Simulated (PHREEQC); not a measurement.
Solution (20 °C): 0.0016 mol/kgw ZnCl2, 0.00068 mol/kgw Na2SO4 and 0.055 mol/kgw H2SO4. Closed to the air; pH follows from the charge balance.

Equilibrium calculation in PHREEQC: ion-association model, phreeqc.dat.

* **pH**: 1.23
* **ionic strength**: 0.0907 mol/kgw
* **specific conductance**: 21800 µS/cm
* **density**: 1.002 g/cm³
* **total alkalinity**: -110 meq/kg

| species | molality | activity | log γ |
|---|---|---|---|
| H+ | 0.0706 | 0.0587 | -0.081 |
| HSO4- | 0.0394 | 0.0310 | -0.103 |
| SO4-2 | 0.0156 | 0.00605 | -0.412 |
| Cl- | 0.00320 | 0.00248 | -0.111 |
| Na+ | 0.00132 | 0.00105 | -0.101 |
| Zn+2 | 0.00100 | 0.000392 | -0.408 |
| ZnSO4 | 0.000524 | 0.000535 | 0.009 |
| Zn(SO4)2-2 | 7.09e-5 | 2.74e-5 | -0.413 |
| NaSO4- | 3.87e-5 | 3.08e-5 | -0.099 |
| ZnCl+ | 2.69e-6 | 2.09e-6 | -0.109 |
| ZnCl2 | 5.20e-9 | 5.31e-9 | 0.009 |

Precipitation was switched off in this run. Species that the database lacks are ignored.
